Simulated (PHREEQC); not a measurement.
Solution (80 °C): 1.8 mmol/kgw Ca(OH)2. Closed to the air; pH follows from the charge balance.

The numbers come from PHREEQC with the ion-association model, phreeqc.dat.

This is a speciation only: nothing precipitates in the calculation.

Question: What pH, specific conductance does the model give?

Answer: pH 10.11; specific conductance 2160 µS/cm.

Species that the database lacks are ignored. At this temperature some constants are extrapolated from 25 °C, and those without enthalpy data are left unchanged.
